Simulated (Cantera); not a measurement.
Charge: 1 mol Cu, 14 mol HF, 1.6 mol N2, equilibrated at 0.100 bar.

Equilibrium computed with Cantera from the NASA thermochemical tables; the gas is ideal and each condensed phase is pure. Candidate condensed phases: Cu, CuF2; 25 gas species. The numbers say what is thermodynamically allowed, not how fast it happens.

Question: Which condensed phases are stable at each of these points (T (K)): 1150, 1175, 1200, 1225, 1250, 1275, 1300, 1325, 1350, 1375, 1400, 1425, 1450?

Answer: 
```csv
T (K),condensed phases,Cu condensed (%)
1150,Cu(s),100.0
1175,Cu(s),99.9
1200,Cu(s),99.9
1225,Cu(s),99.9
1250,Cu(s),99.8
1275,Cu(s),99.8
1300,Cu(s),99.7
1325,Cu(s),99.6
1350,Cu(s),99.5
1375,Cu(l),99.3
1400,Cu(l),99.1
1425,Cu(l),98.9
1450,Cu(l),98.6
```

From 1150 K to 1350 K the condensed part is Cu(s). From 1375 K to 1450 K the condensed part is Cu(l).
